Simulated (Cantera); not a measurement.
Charge: 1 mol Hg, 0.022 mol O2, 34 mol N2, at 1400 °C and 1.40 bar.

Cantera equilibrium calculation (NASA polynomials, part measured and part estimated; ideal gas, pure solids and liquids). Candidate condensed phases: Hg, HgO; 10 gas species. Rates play no part.

Base state: N2 0.971, Hg 0.0286, O2 0.000553, NO 0.000149 (mole fractions); condensed: gas only.

What changes in the equilibrium state with this change: temperature from 1400 °C to 227 °C?


| species | before | after |
|---|---|---|
| N2 | 0.971 | 0.973 |
| Hg | 0.0286 | 0.0273 |
| O2 | 0.000553 | 2.62e-8 |
| NO | 0.000149 | <1e-9 |
| HgO(s), mol | 0 | 0.0440 |
